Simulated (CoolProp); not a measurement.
Vapour-liquid equilibrium of propylene (1) + n-hexane (2) at 9.32 kPa; x and y are mole fractions of (1).

Values from CoolProp's multi-fluid Helmholtz-energy mixture model, Lemmon 2013 and Thol 2019; pair parameters Bell 2016.

Give the bubble temperature and the first vapour's composition at x = 0.125, 0.65, 0.875. Is there an azeotrope?

x = 0.125: 208.7 K, y = 0.995; x = 0.65: 190.5 K, y = 1.000; x = 0.875: 186.0 K, y = 1.000. No azeotrope shows between x = 0.05 and 0.95.

The pair parameters rest on a limited set of measurements; away from them the model extrapolates. The gap from Raoult's law changes sign with composition, which may be real or a fault of the pair parameters; it wasn't checked against measurements. With so large a gap from Raoult's law the liquid may split in two, which this calculation doesn't test in full.
